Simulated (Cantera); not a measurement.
**Ignition delay**

Mixture: H2 : O2 : N2 : H2O = 1 : 0.962 : 3.62 : 0.42 (molar parts), at 0.420 bar, adiabatic and at constant pressure. Ignition delay is the time to a rise of 400 K.

Cantera simulation using the H2/O2 subset of GRI-Mech 3.0, which has no nitrogen chemistry; the numbers are that mechanism's predictions, not measurements. Where the delays flatten at high temperature, the 400 K rule measures the pace of heat release, not the induction time.

| T0 (K) | delay (ms) |
|---|---|
| 1200 | 0.145 |
| 1300 | 0.109 |
| 1400 | 0.0970 |
| 1500 | 0.0963 |
| 1600 | 0.103 |
| 1700 | 0.115 |
| 1800 | 0.132 |
| 1900 | 0.153 |
| 2000 | 0.178 |
| 2100 | 0.209 |
